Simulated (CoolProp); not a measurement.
Values from CoolProp's reference Helmholtz-energy equation of state, Penoncello 2003.

Task: For CHF3 (R23), give the phase and the cv (kJ/(kg K)), viscosity (µPa s) at 201.85 °C and 86.9 kPa.

Result: 
- 201.85 °C and 86.9 kPa: gas; cv 0.844, viscosity 22.6

Viscosity comes from a separate model (Shan 2000).
